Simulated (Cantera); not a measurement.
Input: 1 mol Fe2O3, 1.9 mol H2, 7.8 mol H2O, at 220 Pa.

Cantera equilibrium calculation (NASA polynomials, part measured and part estimated; ideal gas, pure solids and liquids). Candidate condensed phases: Fe, FeO, Fe(OH)2, Fe(OH)3, Fe2O3, Fe3O4, H2O; 12 gas species. The tables' stoichiometric FeO is somewhat more stable than real wüstite, so its field is too wide. FeO: taken at fixed stoichiometry. Equilibrium is a limit: real reactors are often held back by kinetics, nucleation or transport.

Question: Which condensed phases are stable at each of these points (T (°C)): 650, 800, 950, 1100, 1250, 1400, 1550, 1700, 1850, 2000?

Answer: 
| T (°C) | condensed phases | Fe condensed (%) |
|---|---|---|
| 650 | FeO(s) + Fe3O4(s) | 100.0 |
| 800 | FeO(s) | 100.0 |
| 950 | FeO(s) | 100.0 |
| 1100 | FeO(s) | 100.0 |
| 1250 | FeO(s) | 100.0 |
| 1400 | FeO(l) | 99.9 |
| 1550 | FeO(l) | 99.5 |
| 1700 | FeO(l) | 96.4 |
| 1850 | FeO(l) | 78.2 |
| 2000 | gas only | 0.0 |

At 650 °C the condensed part is FeO(s) + Fe3O4(s). From 800 °C to 1250 °C the condensed part is FeO(s). From 1400 °C to 1850 °C the condensed part is FeO(l). At 2000 °C nothing is condensed.
